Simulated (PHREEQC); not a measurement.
Solution (25 °C): 0.0038 mol/kgw HF, 0.13 mol/kgw NH4F, 0.00032 mol/kgw (NH4)2SiF6 and 0.0049 mol/kgw H2SO4. Closed to the air; pH follows from the charge balance.

The numbers come from PHREEQC with the ion-association model, wateq4f.dat.

| quantity | before | after |
|---|---|---|
| pH | 4.14 | 4.68 |
| ionic strength (mol/kgw) | 0.132 | 0.133 |
| F- (mol/kgw) | 0.116 | 0.116 |
| HF (mol/kgw) | 0.00896 | 0.00913 |
| HF2- (mol/kgw) | 0.00412 | 0.00450 |
| H2F2 (mol/kgw) | 0.000216 | 1.67e-5 |

### Question
Which change was made?
(A) H2SO4 left out
(B) temperature from 25 to 90 °C
(C) HF from 0.0038 to 0.00038 mol/kgw
(D) (NH4)2SiF6 replaced by Pb(BF4)2 at the same molality
(E) (NH4)2SiF6 from 0.00032 to 0.000352 mol/kgw

### Answer
B, temperature from 25 to 90 °C

Precipitation was switched off in this run. Constants without temperature data keep their 25 °C values here. SiF6-2 is the database's only silicon fluoride.
